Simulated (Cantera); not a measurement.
What does this Cantera script print?

```python
import numpy as np
import cantera as ct

gas = ct.Solution("SiF4_NH3_mec.yaml", "gas")
gas.TPX = 2175, 10000, {'NH3': 1, 'N2': 6.8}
inlet = ct.Reservoir(gas, clone=True)

reactor = ct.IdealGasConstPressureReactor(gas, energy="off", clone=False)
exhaust = ct.Reservoir(gas, clone=True)
tau = [1.8, 0.74, 0.31, 0.13, 0.056, 0.024, 0.01, 0.0042, 0.0018, 0.00075][0]
for a, b in ((inlet, reactor), (reactor, exhaust)):
    ct.MassFlowController(a, b, mdot=lambda t: reactor.mass / tau)
net = ct.ReactorNet([reactor])
show = ['NH3', 'N2H4', 'H', 'N2H2', 'H2', 'N2']

rows = []
print(f"{'tau/s':>10s}{'T/K':>9s}" + "".join(f"{s:>11s}" for s in show))
for tau in [1.8, 0.74, 0.31, 0.13, 0.056, 0.024, 0.01, 0.0042, 0.0018, 0.00075]:
    net.initial_time = 0.0
    net.advance(30 * tau)
    before = gas.X
    net.advance(40 * tau)
    drift = np.max(np.abs(gas.X - before) / (gas.X + 1e-9))
    rows.append([gas.T, *gas[show].X, drift])
    print(f"{tau:10.3e}{gas.T:9.1f}" + "".join(f"{x:11.3e}" for x in gas[show].X))
```

Output:

```
     tau/s      T/K        NH3       N2H4          H       N2H2         H2         N2
 1.800e+00   2175.0  3.797e-03  5.695e-11  9.531e-04  3.555e-08  1.648e-01  8.304e-01
 7.400e-01   2175.0  9.512e-03  1.980e-10  6.778e-04  9.390e-08  1.573e-01  8.324e-01
 3.100e-01   2175.0  2.057e-02  5.854e-10  4.896e-04  2.222e-07  1.426e-01  8.361e-01
 1.300e-01   2175.0  3.942e-02  1.501e-09  3.384e-04  4.690e-07  1.175e-01  8.423e-01
 5.600e-02   2175.0  6.424e-02  3.163e-09  2.183e-04  8.301e-07  8.444e-02  8.506e-01
 2.400e-02   2175.0  8.948e-02  5.625e-09  1.278e-04  1.228e-06  5.078e-02  8.589e-01
 1.000e-02   2175.0  1.087e-01  8.754e-09  6.759e-05  1.525e-06  2.515e-02  8.652e-01
 4.200e-03   2175.0  1.194e-01  1.160e-08  3.313e-05  1.580e-06  1.079e-02  8.688e-01
 1.800e-03   2175.0  1.245e-01  1.186e-08  1.481e-05  1.313e-06  4.066e-03  8.705e-01
 7.500e-04   2175.0  1.268e-01  7.624e-09  5.817e-06  7.279e-07  1.207e-03  8.712e-01
```

Detailed kinetics in Cantera: the gas-phase N/H chemistry of the illustrative SiF4/NH3 mechanism in the Surface Chemkin manual (1991). Walls and surfaces, which speed up NH3 decomposition in real reactors, are not modelled.
